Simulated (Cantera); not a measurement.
**Ignition delay**

Mixture: CH4 : C2H6 : C3H8 : O2 : N2 = 1 : 0.17 : 0.087 : 4.97 : 18.7 (molar parts), at 750 Torr, adiabatic and at constant volume. Ignition delay is the time to a rise of 400 K.

Detailed kinetics in Cantera: GRI-Mech 3.0 (53 species, 325 reactions).

```csv
T0 (K),delay (ms)
1323,0.567
1398,0.263
1473,0.135
1548,0.0761
1623,0.0467
1698,0.0307
```

```json
{
  "apparent activation energy between 1548 and 1698 K": "130 kJ/mol"
}
```
